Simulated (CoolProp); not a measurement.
Saturation properties of R114 (Tc = 420.6 K, pc = 3352 kPa, ω = 0.252).

Model: reference Helmholtz-energy equation of state, Platzer 1990, in CoolProp. This equation is an older, rougher fit; its heat capacities, sound speeds and derivatives of the liquid may be far off and weren't checked against measurements.

| T (K) | p (kPa) | liquid density (kg/m³) | enthalpy of vaporisation (kJ/kg) | vapour Z | surface tension (mN/m) |
|---|---|---|---|---|---|
| 290.5 | 166.4 | 1478 | 131.0 | 0.9435 | 11.8 |
| 297.5 | 210.0 | 1457 | 128.3 | 0.9326 | 11.0 |
| 304.5 | 261.7 | 1435 | 125.6 | ? | 10.2 |
| 311.5 | 322.6 | 1413 | 122.7 | ? | 9.45 |
| 318.5 | 393.6 | 1390 | 119.6 | 0.8922 | ? |
| 325.5 | ? | 1366 | 116.4 | 0.8759 | 7.93 |
| 332.5 | 570.2 | 1341 | ? | 0.8580 | 7.18 |
| 339.5 | 677.9 | 1315 | 109.5 | 0.8385 | 6.46 |
| 346.5 | 800.1 | 1288 | 105.6 | 0.8171 | 5.75 |
| 353.5 | 938.0 | 1260 | 101.5 | 0.7939 | 5.06 |

Question: Fill in the missing entries.

Answer: 
- 304.5, vapour Z: 0.9205
- 311.5, vapour Z: 0.9071
- 318.5, surface tension (mN/m): 8.68
- 325.5, p (kPa): 475.8
- 332.5, enthalpy of vaporisation (kJ/kg): 113.1

It boils at 276.7 K under 1 atm.

Surface tension comes from a separate correlation (Mulero 2012).
